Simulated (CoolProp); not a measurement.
A Linde-Hampson liquefier for dry air: isothermal reversible compression at 300 K from 1 atm to 40 MPa, throttling to 1 atm, return gas leaving the recuperator 2 K below the feed. Each further row changes one setting.

The numbers come from the reference Helmholtz-energy equation of state, Lemmon 2000 in CoolProp. It is a pseudo-pure fit of the blend.

```tsv
case	liquid yield per pass	compression work (kJ/kg of gas)
as stated	___	520
high pressure 80 MPa	___	___
warm-end temperature 330 K	___	___
warm-end gap 7 K	___	520
```

Question: Some entries are withheld; supply them.

Answer: 
- as stated, liquid yield per pass: 0.101
- high pressure 80 MPa, liquid yield per pass: 0.071
- high pressure 80 MPa, compression work (kJ/kg of gas): 604
- warm-end temperature 330 K, liquid yield per pass: 0.074
- warm-end temperature 330 K, compression work (kJ/kg of gas): 576
- warm-end gap 7 K, liquid yield per pass: 0.090
